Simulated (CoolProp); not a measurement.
Values from CoolProp's reference Helmholtz-energy equation of state, Eisenbach 2021.

**Question.** Give the vapour pressure (MPa), liquid density (kg/m³), liquid cp (kJ/(kg K)), vapour Z of saturated propylene glycol at 562.4 K.

**Answer.** 
```
T (K)  p (MPa)  liquid density (kg/m³)  liquid cp (kJ/(kg K))  vapour Z
-----  -------  ----------------------  ---------------------  --------
562.4     1.18                     770                   4.00     0.877
```
